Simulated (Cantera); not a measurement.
A Cantera script and what it prints.

```python
import numpy as np
import cantera as ct

gas_names = """
    CL CL2 N N2 Si SiCL SiCL2 SiCL3 SiCL4 SiN Si2 Si2N Si3
""".split()
cond_names = """
    Si(cr) Si(L) Si3N4(a)
""".split()


# ... load() reads the species with a 1 bar reference pressure and builds the phases ...
atoms = {
    'Si2Cl6': {'Si': 2, 'CL': 6},
    'Cl2': {'CL': 2},
    'N2': {'N': 2},
}
top_T = {'Si3N4(a)': 2400}  # K; cautious upper limits of use, not melting points


# ... equilibrate(T, P, feed) seeds the gas with the atoms and calls Mixture.equilibrate('TP', solver="vcs", rtol=1e-11, max_steps=5000) ...
results = []
feed = {'Si2Cl6': 1, 'Cl2': 0.0054, 'N2': 37}  # mol
T = 1250  # K
P = 101325  # Pa
mix = equilibrate(T, P, feed)
results.append((T, P, feed, dict(zip(mix.species_names, mix.species_moles))))
print(gas.report(threshold=0.0001))
for i in range(1, mix.n_phases):
    print(f"{mix.phase(i).name:16s} {mix.phase_moles(i):12.5e} mol")
```

Result:

```
       temperature   1250 K
          pressure   1.0132e+05 Pa
           density   0.32756 kg/m^3
  mean mol. weight   33.598 kg/kmol
   phase of matter   gas

                          1 kg             1 kmol
                     ---------------   ---------------
          enthalpy        1.9156e+05        6.4359e+06  J
   internal energy       -1.1778e+05       -3.9572e+06  J
           entropy            7332.8        2.4637e+05  J/K
    Gibbs function       -8.9744e+06       -3.0152e+08  J
 heat capacity c_p            1092.7             36711  J/K
 heat capacity c_v             845.2             28397  J/K

                      mass frac. Y      mole frac. X     chem. pot. / RT
                     ---------------   ---------------   ---------------
                N2           0.80088           0.96052           -25.497
             SiCL3         0.0017175        0.00042924           -89.804
             SiCL4            0.1973           0.03902           -114.83
     [  +10 minor]        9.9897e-05        3.4099e-05

Si(cr)            0.00000e+00 mol
Si3N4(a)          1.64187e-01 mol
```

Method: chemical equilibrium by Gibbs-energy minimisation in Cantera with the NASA 1993 tables (ideal gas, pure condensed phases). The feed counts by its element totals alone. N2 is the only nitrogen source here; it is nearly inert below about 1500 K, so the nitride shown seldom forms there in practice. The tables' values for SiCl3 are old estimates; treat these amounts as uncertain.
